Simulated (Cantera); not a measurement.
A closed system holds: 1 mol CaO, 74 mol HCl, at 775 °C and 750 Torr.

Equilibrium computed with Cantera from the NASA thermochemical tables; the gas is ideal and each condensed phase is pure. Candidate condensed phases: Ca, CaCl₂, CaO, Ca(OH)₂, H₂O; 21 gas species. Condensed phases not in the tables: oxide chlorides. The numbers say what is thermodynamically allowed, not how fast it happens.

Base state: HCl 0.986, H₂O 0.0137 (mole fractions); condensed: CaCl₂(l).

Question: What changes in the equilibrium state with this change: temperature from 775 °C to 1252 °C?

Answer: 
```json
[
 {"species": "HCl", "before": "0.986", "after": "0.983"},
 {"species": "H₂O", "before": "0.0137", "after": "0.0137"},
 {"species": "CaCl₂", "before": "1.21e-7", "after": "0.00223"},
 {"species": "Cl", "before": "2.25e-6", "after": "0.000804"},
 {"species": "H₂", "before": "9.62e-6", "after": "0.000538"},
 {"species": "Cl₂", "before": "8.49e-6", "after": "0.000136"},
 {"species": "CaCl₂(l), mol", "before": "1.000", "after": "0.837"}
]
```
